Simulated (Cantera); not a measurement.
An isothermal, constant-pressure homogeneous reactor starts with CH4 : H2O : H2 = 1 : 1.2 : 0.48 (molar parts), at 1325 K and 4.93 atm.

Computed with Cantera and GRI-Mech 3.0 (53 species, 325 reactions).

Problem. Predict: x(CH4) at 90.0 s; x(H2O) at 90.0 s; x(H2) at 90.0 s; x(C2H6) at 90.0 s.

Solution. 
* **x(CH4) at 90.0 s**: 0.306 (gas-phase equilibrium 0.00254)
* **x(H2O) at 90.0 s**: 0.400 (gas-phase equilibrium 0.0396)
* **x(H2) at 90.0 s**: 0.262 (gas-phase equilibrium 0.746)
* **x(C2H6) at 90.0 s**: 0.000550 (gas-phase equilibrium 1.35e-8)
